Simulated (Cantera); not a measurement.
A closed system holds: 1 mol SiC, 2.3 mol H2O, 20 mol H2, at 1500 Torr.

Method: chemical equilibrium by Gibbs-energy minimisation in Cantera with the NASA 1993 tables (ideal gas, pure condensed phases). Candidate condensed phases: C, C6H6, C7H8, C8H18, H2O, Si, SiC, SiO2; 123 gas species. The tables hold silica as quartz up to 1696 K and as liquid above; real silica turns to tridymite and cristobalite and melts near 1996 K. The numbers say what is thermodynamically allowed, not how fast it happens. All values below are at 1225 K.

Base state: H2 0.962, CH4 0.0243, CO 0.0131, H2O 0.000495 (mole fractions); condensed: C(graphite) + SiO2(β-quartz).

**Question.** What changes in the equilibrium state with this change: pressure from 1500 Torr to 0.173 Torr?

**Answer.** 
| species | before | after |
|---|---|---|
| H2 | 0.962 | 0.966 |
| CO | 0.0131 | 0.0334 |
| SiO | <1e-9 | 0.000493 |
| CH4 | 0.0243 | 5.06e-7 |
| H2O | 0.000495 | 8.13e-7 |
| H | 2.16e-7 | 2.02e-5 |
| C(graphite), mol | 0.175 | 0 |
| SiO2(β-quartz), mol | 1.00 | 0.759 |
| SiC(s), mol | 0 | 0.230 |
Mutual solubility and eutectic melting of coexisting phases are not modelled.

**Question.** What changes in the equilibrium state with this change: pressure from 1500 Torr to 0.00825 Torr?

**Answer.** 
```json
[
 {"species": "H2", "before": "0.962", "after": "0.932"},
 {"species": "CO", "before": "0.0131", "after": "0.0409"},
 {"species": "SiO", "before": "<1e-9", "after": "0.0265"},
 {"species": "CH4", "before": "0.0243", "after": "3.40e-9"},
 {"species": "H2O", "before": "0.000495", "after": "3.05e-7"},
 {"species": "H", "before": "2.16e-7", "after": "9.07e-5"},
 {"species": "C(graphite), mol", "before": "0.175", "after": "0"},
 {"species": "SiO2(β-quartz), mol", "before": "1.00", "after": "0.344"},
 {"species": "SiC(s), mol", "before": "0", "after": "0.0219"}
]
```
Mutual solubility and eutectic melting of coexisting phases are not modelled.
